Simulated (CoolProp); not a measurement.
Vapour-liquid equilibrium of toluene (1) + o-xylene (2) at 11.3 kPa; x and y are mole fractions of (1).

The numbers come from the multi-fluid Helmholtz-energy mixture model, Lemmon 2006 and Zhou 2012; pair parameters Bell 2016 in CoolProp.

```csv
x,"bubble temperature, mixture model (K)","bubble temperature, Raoult's law (K)","y, mixture model","y, Raoult's law"
0.05,347.8,347.7,0.138,0.142
0.2,341.3,341.3,0.447,0.449
0.35,336.0,336.0,0.645,0.643
0.5,331.5,331.7,0.776,0.774
0.65,327.8,328.0,0.867,0.867
0.8,324.7,324.8,0.933,0.934
0.95,322.0,322.1,0.985,0.986
```

The largest gap from Raoult's law is -0.2 K in bubble temperature, at x = 0.5. No azeotrope shows between x = 0.05 and 0.95.

Pair parameters are fitted to limited data, so mixtures are less certain than the pure fluids.
